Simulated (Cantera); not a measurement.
Charge: 1 mol PbO, 1.5 mol H2O, 0.11 mol N2, held at 13.3 mbar.

Equilibrium computed with Cantera from the NASA thermochemical tables; the gas is ideal and each condensed phase is pure. Candidate condensed phases: H2O, Pb, PbO, PbO2, Pb3O4; 27 gas species. Gases not in the tables: (PbO)n polymers. The numbers say what is thermodynamically allowed, not how fast it happens.

x: gas mole fraction; n: condensed amount in mol.

| T (°C) | x H2O | x PbO | x Pb | x N2 | x O2 | x OH | x NO | n PbO(yellow) | n PbO(l) |
|---|---|---|---|---|---|---|---|---|---|
| 600 | 0.932 | 1.77e-7 | 2.77e-8 | 0.0683 | 3.73e-8 | 1.24e-9 | 7.84e-10 | 1.00 | 0 |
| 650 | 0.932 | 1.41e-6 | 2.51e-7 | 0.0683 | 1.90e-7 | 6.24e-9 | 3.50e-9 | 1.000 | 0 |
| 700 | 0.932 | 9.07e-6 | 1.65e-6 | 0.0683 | 9.70e-7 | 2.78e-8 | 1.46e-8 | 1.000 | 0 |
| 750 | 0.932 | 4.82e-5 | 8.64e-6 | 0.0683 | 4.59e-6 | 1.10e-7 | 5.51e-8 | 1.000 | 0 |
| 800 | 0.931 | 0.000218 | 3.79e-5 | 0.0683 | 1.94e-5 | 3.83e-7 | 1.87e-7 | 1.000 | 0 |
| 850 | 0.931 | 0.000858 | 0.000144 | 0.0682 | 7.27e-5 | 1.20e-6 | 5.71e-7 | 0.998 | 0 |
| 900 | 0.928 | 0.00290 | 0.000478 | 0.0681 | 0.000239 | 3.39e-6 | 1.57e-6 | 0 | 0.995 |
| 950 | 0.922 | ___ | ___ | 0.0676 | ___ | ___ | ___ | 0 | 0.985 |
| 1000 | 0.907 | ___ | ___ | 0.0665 | ___ | ___ | ___ | 0 | 0.960 |
| 1050 | 0.873 | 0.0501 | 0.00850 | 0.0640 | 0.00424 | 4.47e-5 | 1.86e-5 | 0 | 0.899 |
| 1100 | 0.801 | 0.112 | 0.0192 | 0.0587 | 0.00955 | 8.99e-5 | 3.61e-5 | 0 | 0.755 |
| 1150 | 0.656 | 0.234 | 0.0407 | 0.0481 | 0.0203 | 0.000162 | 6.32e-5 | 0 | 0.371 |
| 1200 | 0.557 | 0.309 | 0.0623 | 0.0408 | 0.0311 | 0.000265 | 9.36e-5 | 0 | 0 |
| 1250 | 0.553 | 0.293 | 0.0755 | 0.0405 | 0.0376 | 0.000429 | 0.000131 | 0 | 0 |

### Question
What belongs in the gaps?

### Answer

- 950, x PbO: 0.00814
- 950, x Pb: 0.00135
- 950, x O2: 0.000676
- 950, x OH: 8.66e-6
- 950, x NO: 3.86e-6
- 1000, x PbO: 0.0210
- 1000, x Pb: 0.00352
- 1000, x O2: 0.00176
- 1000, x OH: 2.04e-5
- 1000, x NO: 8.79e-6
